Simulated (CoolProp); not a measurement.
Vapour-liquid equilibrium of carbon dioxide (1) + dimethyl ether (2) at 247.5 K; x and y are mole fractions of (1).

Computed with CoolProp (multi-fluid Helmholtz-energy mixture model, Span 1996 and Wu 2011; pair parameters Bell 2016).

Problem. Give the bubble pressure and the first vapour's composition at x = 0.15, 0.65, 0.75. Is there an azeotrope?

Solution. x = 0.15: 0.2545 MPa, y = 0.661; x = 0.65: 0.9963 MPa, y = 0.961; x = 0.75: 1.177 MPa, y = 0.976. No azeotrope shows between x = 0.05 and 0.95.

The pair parameters rest on a limited set of measurements; away from them the model extrapolates.
